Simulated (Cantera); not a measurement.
Cantera run, input and output.

```python
import numpy as np
import cantera as ct

gas = ct.Solution("gri30.yaml")
gas.TPX = 1375, 500000, {'CO': 0.021, 'O2': 0.02, 'H2O': 0.00069, 'N2': 1}
reactor = ct.IdealGasConstPressureReactor(gas, energy="off", clone=False)
net = ct.ReactorNet([reactor])
net.rtol, net.atol = 1e-08, 1e-18
show = ['CO', 'O2', 'H2O', 'O', 'CO2']
times = np.geomspace(0.0003, 10, 11)

steps = ct.SolutionArray(gas, extra=["t"])
rows = []
print(f"{'t/s':>10s}{'T/K':>9s}{'P/Pa':>11s}" + "".join(f"{s:>11s}" for s in show))
for t in times:
    while net.time < t:
        t_next = net.step()
        steps.append(gas.state, t=t_next)
    rows.append([np.interp(t, steps.t, y) for y in (steps.T, steps.P, *steps(*show).X.T)])
    print(f"{t:10.3e}{rows[-1][0]:9.1f}{rows[-1][1]:11.4g}" + "".join(f"{x:11.3e}" for x in rows[-1][2:]))
rate = np.gradient(steps.T, steps.t)
print("integrator steps:", len(steps.t))
if steps.T.max() > steps.T[0] + 200:
    print(f"time of steepest temperature rise: {steps.t[rate.argmax()]:.4e} s")
gas.TPX = 1375, 500000, {'CO': 0.021, 'O2': 0.02, 'H2O': 0.00069, 'N2': 1}
gas.equilibrate("TP")
print(f"equilibrium (TP): T = {gas.T:.1f} K  " + "  ".join(f"{s} {gas[s].X[0]:.3e}" for s in show))
```

Output:

```
       t/s      T/K       P/Pa         CO         O2        H2O          O        CO2
 3.000e-04   1375.0      5e+05  2.016e-02  1.920e-02  6.622e-04  1.109e-06  2.744e-06
 8.500e-04   1375.0      5e+05  1.948e-02  1.878e-02  6.408e-04  1.644e-04  6.864e-04
 2.408e-03   1375.0      5e+05  9.112e-03  1.361e-02  6.264e-04  2.208e-04  1.116e-02
 6.823e-03   1375.0      5e+05  2.223e-03  1.028e-02  6.526e-04  5.873e-05  1.812e-02
 1.933e-02   1375.0      5e+05  3.286e-04  9.363e-03  6.638e-04  1.011e-05  2.003e-02
 5.477e-02   1375.0      5e+05  2.906e-05  9.221e-03  6.672e-04  1.343e-06  2.034e-02
 1.552e-01   1375.0      5e+05  1.854e-06  9.210e-03  6.683e-04  1.954e-07  2.036e-02
 4.397e-01   1375.0      5e+05  1.538e-07  9.210e-03  6.688e-04  4.029e-08  2.036e-02
 1.246e+00   1375.0      5e+05  6.104e-08  9.210e-03  6.688e-04  2.759e-08  2.036e-02
 3.529e+00   1375.0      5e+05  6.039e-08  9.210e-03  6.688e-04  2.749e-08  2.036e-02
 1.000e+01   1375.0      5e+05  6.039e-08  9.210e-03  6.688e-04  2.749e-08  2.036e-02
integrator steps: 1521
equilibrium (TP): T = 1375.0 K  CO 6.063e-08  O2 9.139e-03  H2O 6.688e-04  O 2.739e-08  CO2 2.036e-02
```

Computed with Cantera and GRI-Mech 3.0 (53 species, 325 reactions).
